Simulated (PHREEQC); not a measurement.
Solution (25 °C): 37 mmol/kgw HF, 67 mmol/kgw Na2CO3 and 0.44 mmol/kgw KCl. Closed to the air; pH follows from the charge balance.

The numbers come from PHREEQC with the ion-association model, phreeqc.dat.

Each row changes one thing in this solution. Precipitation was switched off in this run.

```json
[
 {"case": "as made", "pH": "9.66", "ionic strength (mol/kgw)": "0.136", "Na+ (mol/kgw)": "0.118", "HCO3- (mol/kgw)": "0.0357", "CO3-2 (mol/kgw)": "0.0169", "NaCO3- (mol/kgw)": "0.0131", "SI of Halite (NaCl)": "-6.10", "SI of Sylvite (KCl)": "-7.87"},
 {"case": "diluted 2-fold with water", "pH": "9.79", "ionic strength (mol/kgw)": "0.0715", "Na+ (mol/kgw)": "0.0613", "HCO3- (mol/kgw)": "0.0182", "CO3-2 (mol/kgw)": "0.0100", "NaCO3- (mol/kgw)": "0.00490", "SI of Halite (NaCl)": "-6.64", "SI of Sylvite (KCl)": "-8.42"},
 {"case": "0.0017 mol/kgw HCl added", "pH": "9.62", "ionic strength (mol/kgw)": "0.135", "Na+ (mol/kgw)": "0.119", "HCO3- (mol/kgw)": "0.0373", "CO3-2 (mol/kgw)": "0.0159", "NaCO3- (mol/kgw)": "0.0124", "SI of Halite (NaCl)": "-5.41", "SI of Sylvite (KCl)": "-7.18"},
 {"case": "KCl from 0.00044 to 0.00022 mol/kgw", "pH": "9.66", "ionic strength (mol/kgw)": "0.135", "Na+ (mol/kgw)": "0.118", "HCO3- (mol/kgw)": "0.0357", "CO3-2 (mol/kgw)": "0.0169", "NaCO3- (mol/kgw)": "0.0131", "SI of Halite (NaCl)": "-6.40", "SI of Sylvite (KCl)": "-8.47"},
 {"case": "HF left out", "pH": "11.22", "ionic strength (mol/kgw)": "0.146", "Na+ (mol/kgw)": "0.107", "HCO3- (mol/kgw)": "0.00221", "CO3-2 (mol/kgw)": "0.0383", "NaCO3- (mol/kgw)": "0.0264", "SI of Halite (NaCl)": "-6.14", "SI of Sylvite (KCl)": "-7.88"},
 {"case": "Na2CO3 from 0.067 to 0.0335 mol/kgw", "pH": "7.17", "ionic strength (mol/kgw)": "0.0659", "Na+ (mol/kgw)": "0.0654", "HCO3- (mol/kgw)": "0.0292", "CO3-2 (mol/kgw)": "3.78e-5", "NaCO3- (mol/kgw)": "2.02e-5", "SI of Halite (NaCl)": "-6.30", "SI of Sylvite (KCl)": "-7.81"},
 {"case": "KCl from 0.00044 to 0.00088 mol/kgw", "pH": "9.66", "ionic strength (mol/kgw)": "0.136", "Na+ (mol/kgw)": "0.118", "HCO3- (mol/kgw)": "0.0357", "CO3-2 (mol/kgw)": "0.0169", "NaCO3- (mol/kgw)": "0.0131", "SI of Halite (NaCl)": "-5.80", "SI of Sylvite (KCl)": "-7.27"},
 {"case": "diluted 10-fold with water", "pH": "9.99", "ionic strength (mol/kgw)": "0.0155", "Na+ (mol/kgw)": "0.0130", "HCO3- (mol/kgw)": "0.00379", "CO3-2 (mol/kgw)": "0.00251", "NaCO3- (mol/kgw)": "0.000376", "SI of Halite (NaCl)": "-7.92", "SI of Sylvite (KCl)": "-9.72"}
]
```
